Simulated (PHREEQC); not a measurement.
0.012 g of hydrous ferric oxide (600 m²/g; 0.2 weak and 0.005 strong sites per Fe, Dzombak-Morel constants, diffuse double layer) in 1 kg of water with 0.01 mol/kgw of an inert sodium salt, at 25 °C; the pH is set by adding NaOH or the inert anion's acid. Oxygen alone is held at its pressure in air (log pO2 = -0.68). The system is closed to CO2. No solid was allowed to form.

Base run: PHREEQC, ion-association model, wateq4f.dat. Each further column changes one thing. The table gives surface charge σ (C/m²).

```
pH     base  background salt from 0.01 to 0.001 mol/kgw  oxide from 0.012 to 0.06 g/kgw  3e-05 mol/kgw Na2HAsO4 added
---  ------  ------------------------------------------  ------------------------------  ----------------------------
3     0.324                                           ?                           0.324                         0.027
4     0.216                                       0.117                           0.216                         0.016
4.5   0.160                                       0.078                           0.160                             ?
5.5   0.077                                       0.031                           0.077                         0.002
6     0.049                                       0.019                           0.050                        -0.002
7     0.017                                       0.006                           0.017                        -0.008
8     0.001                                       0.000                           0.001                        -0.014
8.5  -0.005                                      -0.002                          -0.005                        -0.019
9.5  -0.024                                      -0.008                          -0.024                             ?
10   -0.040                                      -0.015                          -0.040                        -0.048
11   -0.099                                      -0.054                          -0.099                        -0.101
```

Question: Some entries are withheld; supply them.

Answer: 
- 3, background salt from 0.01 to 0.001 mol/kgw: 0.252
- 4.5, 3e-05 mol/kgw Na2HAsO4 added: 0.011
- 9.5, 3e-05 mol/kgw Na2HAsO4 added: -0.035

The oxide is taken as insoluble; below pH 4 it would dissolve.
